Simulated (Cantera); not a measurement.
A perfectly stirred reactor is fed with H2 : O2 = 0.13 : 1 (molar parts), at 0.00120 bar; it is held at 1350 K, and followed from long to short residence time.

Detailed kinetics in Cantera: the H2/O2 subset of GRI-Mech 3.0, which has no nitrogen chemistry. Radical loss at walls, strong at low pressure, is not modelled. The temperature is held fixed by assumption; the heat of reaction is taken as removed at once.

x: mole fraction; the columns are a selection and need not sum to one.

| τ (s) | x H2 | x O2 | x O | x H2O2 | x OH | x H | x H2O |
|---|---|---|---|---|---|---|---|
| 1.2 | 0.00317 | 0.818 | 0.0513 | 1.36e-8 | 0.00952 | 0.0178 | 0.1000 |
| 0.46 | 0.00374 | 0.809 | 0.0594 | 1.35e-8 | 0.0101 | 0.0222 | 0.0960 |
| 0.18 | 0.00433 | 0.804 | 0.0628 | 1.37e-8 | 0.0105 | 0.0246 | 0.0935 |
| 0.069 | 0.00545 | 0.804 | 0.0628 | 1.44e-8 | 0.0110 | 0.0260 | 0.0912 |
| 0.027 | ___ | 0.806 | 0.0597 | ___ | 0.0118 | 0.0270 | 0.0877 |
| 0.010 | ___ | 0.812 | ___ | ___ | 0.0131 | 0.0275 | ___ |
| 0.0040 | 0.0279 | 0.824 | 0.0412 | 2.13e-8 | 0.0142 | 0.0258 | 0.0671 |
| 0.0016 | 0.0561 | 0.845 | 0.0249 | 1.84e-8 | 0.0124 | 0.0186 | 0.0435 |

Q: Some entries are withheld; supply them.

A: 
- 0.027, x H2: 0.00801
- 0.027, x H2O2: 1.60e-8
- 0.010, x H2: 0.0145
- 0.010, x O: 0.0523
- 0.010, x H2O2: 1.89e-8
- 0.010, x H2O: 0.0802
